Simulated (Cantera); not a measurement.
**Hydrogen reduction and annealing atmospheres: Nb2O5 + H2**

Feed: 1 mol Nb2O5, 7.7 mol H2, held at 1898 K.

These are equilibrium values from Cantera (NASA tables, ideal gas, pure condensed phases), not measurements of a reactor. Candidate condensed phases: H2O, Nb, NbO, NbO2, Nb2O5; 12 gas species. Condensed phases not in the tables: the oxides between NbO2 and Nb2O5. Equilibrium is a limit: real reactors are often held back by kinetics, nucleation or transport.

```csv
P (Pa),x H2,x H2O,x H,x NbO2,x OH,x O,n NbO2(s)
10,0.799,0.123,0.0699,0.00714,0.000883,5.80e-5,1.94
68,0.843,0.128,0.0275,0.00105,0.000341,8.36e-6,1.99
460,0.860,0.129,0.0107,0.000155,0.000131,1.23e-6,2.00
3200,0.866,0.130,0.00407,2.23e-5,4.98e-5,1.76e-7,2.00
22000,0.869,0.130,0.00155,3.24e-6,1.90e-5,2.55e-8,2.00
150000,0.870,0.130,0.000595,4.76e-7,7.27e-6,3.74e-9,2.00
1000000,0.870,0.130,0.000231,7.14e-8,2.82e-6,5.61e-10,2.00
```
x: gas mole fraction; n: condensed amount in mol.

From 10.0 Pa to 10.0 bar the condensed part is NbO2(s). The main Nb-bearing gas is NbO2 throughout.
